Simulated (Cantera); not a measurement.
What does this Cantera script print?

```python
import numpy as np
import cantera as ct

gas_names = """
    CL CL2 H HCL H2 Si SiCL SiCL2 SiCL3 SiCL4 SiH SiHCL3 SiH2 SiH2CL2 SiH3 SiH3CL SiH4 Si2 Si3
""".split()
cond_names = """
    Si(cr) Si(L)
""".split()


def load(file, names, dense=False):
    # The tables refer to 1 bar. Condensed volumes are neglected.
    table = {s.name: s for s in ct.Species.list_from_file(file)}
    out = []
    for n in names:
        d = dict(table[n].input_data)
        d["thermo"] = dict(d["thermo"], **{"reference-pressure": 1e5})
        if dense:
            d["equation-of-state"] = {"model": "constant-volume", "density": "1e6 g/cm^3"}
        out.append(ct.Species.from_dict(d))
    return out


gas = ct.Solution(thermo="ideal-gas", species=load("nasa_gas.yaml", gas_names))
cond = {s.name: ct.Solution(thermo="fixed-stoichiometry", species=[s], name=s.name)
        for s in load("nasa_condensed.yaml", cond_names, dense=True)}
atoms = {
    'Si2Cl6': {'Si': 2, 'CL': 6},
    'Cl2': {'CL': 2},
    'H2': {'H': 2},
    'HCl': {'H': 1, 'CL': 1},
}
top_T = {}  # K; cautious upper limits of use, not melting points


def equilibrate(T, P, feed):
    n = {}
    for name, mol in feed.items():
        for a, k in atoms[name].items():
            n[a] = n.get(a, 0.0) + k * mol
    gas.TPX = T, P, n
    mass = sum(n.values()) * gas.mean_molecular_weight
    gas.equilibrate("TP")
    valid = [c for c in cond.values() if c.min_temp <= T <= top_T.get(c.name, c.max_temp)]
    mix = ct.Mixture([(gas, mass / gas.mean_molecular_weight)] + [(c, 0.0) for c in valid])
    mix.T, mix.P = T, P
    mix.equilibrate("TP", solver="vcs", rtol=1e-11, max_steps=5000)
    return mix


results = []
feed = {'Si2Cl6': 1, 'Cl2': 0.21, 'H2': 21, 'HCl': 0.45}  # mol
P = 230  # Pa
for T in [973, 1023, 1073, 1123, 1173, 1223, 1273, 1323, 1373]:
    mix = equilibrate(T, P, feed)
    results.append((T, P, feed, dict(zip(mix.species_names, mix.species_moles))))

top = {s: max(r[3][s] / sum(r[3][g] for g in gas_names) for r in results) for s in gas_names}
cols = sorted((s for s in top if top[s] > 1e-06), key=lambda s: -top[s])[:7]
seen = [c for c in cond_names if any(r[3].get(c, 0) > 1e-12 for r in results)]
print("log10 of partial pressures in bar; condensed amounts in mol")
print(f"{'T/K':>10s}" + "".join(f"{s[:9]:>10s}" for s in cols + seen))
for T, P, feed, n in results:
    ng = sum(n[g] for g in gas_names)
    print(f"{T:10.4g}" + "".join(f"{np.log10(max(n[s] / ng * P / 1e5, 1e-99)):10.3f}" for s in cols)
          + "".join(f"{n.get(c, 0):10.4g}" for c in seen))
```

Result:

```
log10 of partial pressures in bar; condensed amounts in mol
       T/K        H2       HCL     SiCL2     SiCL4    SiHCL3     SiCL3   SiH2CL2    Si(cr)
       973    -2.686    -4.084    -5.276    -3.886    -4.739    -5.310    -6.572    0.4034
      1023    -2.693    -3.917    -4.890    -3.942    -4.791    -5.078    -6.596    0.4607
      1073    -2.702    -3.776    -4.561    -4.033    -4.870    -4.899    -6.640     0.502
      1123    -2.712    -3.665    -4.294    -4.177    -4.990    -4.783    -6.714     0.508
      1173    -2.722    -3.586    -4.093    -4.396    -5.165    -4.742    -6.826    0.4725
      1223    -2.730    -3.539    -3.961    -4.699    -5.401    -4.781    -6.978     0.414
      1273    -2.735    -3.516    -3.884    -5.067    -5.684    -4.884    -7.160    0.3584
      1323    -2.737    -3.508    -3.842    -5.463    -5.987    -5.022    -7.355    0.3151
      1373    -2.738    -3.507    -3.818    -5.859    -6.288    -5.171    -7.548    0.2812
```

Method: chemical equilibrium by Gibbs-energy minimisation in Cantera with the NASA 1993 tables (ideal gas, pure condensed phases). The feed counts by its element totals alone. The tables' values for SiCl3 are old estimates; treat these amounts as uncertain.
